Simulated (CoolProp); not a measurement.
Vapour-liquid equilibrium of acetone (1) + p-xylene (2) at 142.35 °C; x and y are mole fractions of (1).

Model: multi-fluid Helmholtz-energy mixture model, Lemmon 2006 and Zhou 2012; pair parameters Bell 2016, in CoolProp.

Task: Give the bubble pressure and the first vapour's composition at x = 0.05, 0.65, 0.8. Is there an azeotrope?

Result: x = 0.05: 1.783 bar, y = 0.380; x = 0.65: 6.938 bar, y = 0.908; x = 0.8: 8.083 bar, y = 0.948. No azeotrope shows between x = 0.05 and 0.95.

Pair parameters are fitted to limited data, so mixtures are less certain than the pure fluids.
